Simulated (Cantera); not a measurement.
A closed system holds: 1 mol CaO, 14 mol Cl2, 3.3 mol O2, at 352 °C and 0.100 bar.

Cantera equilibrium calculation (NASA polynomials, part measured and part estimated; ideal gas, pure solids and liquids). Candidate condensed phases: Ca, CaCl2, CaO; 11 gas species. Condensed phases not in the tables: oxide chlorides. Kinetics and transport are ignored.

Q: What is the equilibrium state?

A: 
```
Quantity                              Value
--------------------------------  ---------
x(Cl2)                                0.774
x(O2)                                 0.226
n(CaCl2(s))                        1.00 mol
gas amount                        16.80 mol
log10 activity of Ca(s) (absent)     -57.14
```
